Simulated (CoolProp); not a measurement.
Ethanol along the isotherm 595.3 K: density (kg/m³) from the reference equation and from simpler models built on Tc = 514.7 K, pc = 6268 kPa, ω = 0.644; each cubic takes its own stable root.

Model: reference Helmholtz-energy equation of state, Schroeder 2014, in CoolProp.

```
p (kPa)          phase  reference
-------  -------------  ---------
3480               gas      35.48
6960     supercritical      80.08
10400    supercritical      142.6
13900    supercritical      235.5
17400    supercritical      321.5
20900    supercritical      376.5
24400    supercritical      414.2
27900    supercritical      442.3
31300    supercritical      463.9
```

Q: How far does each simpler model (ideal gas, van der Waals, Redlich-Kwong, Soave-Redlich-Kwong, Peng-Robinson) lie from the reference over these 9 states: mean and median of the absolute difference, and the worst?

A: 
- ideal gas: mean 36.3 %, median 41.3 %, worst -49.6 % at 595.3 K and 17400 kPa
- van der Waals: mean 18.1 %, median 19.5 %, worst +30.5 % at 595.3 K and 10400 kPa
- Redlich-Kwong: mean 10.7 %, median 11.5 %, worst +19.6 % at 595.3 K and 10400 kPa
- Soave-Redlich-Kwong: mean 14.8 %, median 21.3 %, worst -22.9 % at 595.3 K and 20900 kPa
- Peng-Robinson: mean 11.0 %, median 14.0 %, worst -16.8 % at 595.3 K and 20900 kPa
